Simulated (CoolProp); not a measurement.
Vapour-liquid equilibrium of R125 (1) + fluoroethane (R161) (2) at 224.3 K; x and y are mole fractions of (1).

The numbers come from the multi-fluid Helmholtz-energy mixture model, Lemmon 2005 and Wu 2012; pair parameters Bell 2016 in CoolProp.

### Question
Give the bubble pressure and the first vapour's composition at x = 0.35, 0.5, 0.95. Is there an azeotrope?

### Answer
x = 0.35: 72.93 kPa, y = 0.493; x = 0.5: 80.31 kPa, y = 0.646; x = 0.95: 96.50 kPa, y = 0.962. No azeotrope shows between x = 0.05 and 0.95.

Pair parameters are fitted to limited data, so mixtures are less certain than the pure fluids. The gap from Raoult's law changes sign with composition, which may be real or a fault of the pair parameters; it wasn't checked against measurements.
